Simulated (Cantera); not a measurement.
Cantera run:

```python
import numpy as np
import cantera as ct

gas_names = [...]  # 140 gases of nasa_gas.yaml made of C, Fe, H, N, O
cond_names = """
    C(gr) C6H6(L) C7H8(L) C8H18(L),n-octa Fe(a) Fe(c) Fe(d) Fe(L) FeC5O5(L) FeO(s) FeO(L) Fe(OH)2(s)
    Fe(OH)3(s) Fe2O3(s) Fe3O4(s) H2O(s) H2O(L)
""".split()


# ... load() reads the species with a 1 bar reference pressure and builds the phases ...
atoms = {
    'Fe3O4': {'Fe': 3, 'O': 4},
    'CH4': {'C': 1, 'H': 4},
    'N2': {'N': 2},
}
top_T = {'C(gr)': 4500, 'Fe2O3(s)': 1830, 'Fe3O4(s)': 1870}  # K; cautious upper limits of use, not melting points


# ... equilibrate(T, P, feed) seeds the gas with the atoms and calls Mixture.equilibrate('TP', solver="vcs", rtol=1e-11, max_steps=5000) ...
results = []
feed = {'Fe3O4': 1, 'CH4': 1.3, 'N2': 0.22}  # mol
P = 360000  # Pa
for T in [1473, 1623, 1773, 1923, 2073, 2223, 2373, 2523, 2673]:
    mix = equilibrate(T, P, feed)
    results.append((T, P, feed, dict(zip(mix.species_names, mix.species_moles))))

top = {s: max(r[3][s] / sum(r[3][g] for g in gas_names) for r in results) for s in gas_names}
cols = sorted((s for s in top if top[s] > 1e-05), key=lambda s: -top[s])[:5]
seen = [c for c in cond_names if any(r[3].get(c, 0) > 1e-12 for r in results)]
print("log10 of partial pressures in bar; condensed amounts in mol")
print(f"{'T/K':>10s}" + "".join(f"{s[:9]:>10s}" for s in cols + seen))
for T, P, feed, n in results:
    ng = sum(n[g] for g in gas_names)
    print(f"{T:10.4g}" + "".join(f"{np.log10(max(n[s] / ng * P / 1e5, 1e-99)):10.3f}" for s in cols)
          + "".join(f"{n.get(c, 0):10.4g}" for c in seen))
```

Output:

```
log10 of partial pressures in bar; condensed amounts in mol
       T/K        H2        CO       H2O        N2       CO2     Fe(c)     Fe(d)     Fe(L)    FeO(s)    FeO(L)
      1473     0.208    -0.011    -0.182    -0.716    -0.795     1.236         0         0     1.764         0
      1623     0.190    -0.006    -0.141    -0.716    -0.828     1.297         0         0     1.703         0
      1773     0.192     0.005    -0.146    -0.716    -0.903         0     1.261         0         0     1.739
      1923     0.191     0.011    -0.143    -0.716    -0.956         0         0      1.25         0     1.749
      2073     0.187     0.015    -0.137    -0.716    -0.995         0         0     1.251         0     1.748
      2223     0.184     0.017    -0.134    -0.717    -1.029         0         0     1.248         0     1.747
      2373     0.179     0.018    -0.133    -0.719    -1.060         0         0     1.238         0     1.747
      2523     0.172     0.016    -0.136    -0.723    -1.089         0         0     1.209         0     1.746
      2673     0.158     0.008    -0.147    -0.733    -1.121         0         0     1.137         0     1.744
```

Method: chemical equilibrium by Gibbs-energy minimisation in Cantera with the NASA 1993 tables (ideal gas, pure condensed phases). Each liquid is taken as pure. Mutual solubility and eutectic melting of coexisting phases are not modelled. The tables' stoichiometric FeO is somewhat more stable than real wüstite, so its field is too wide. FeO: taken at fixed stoichiometry.
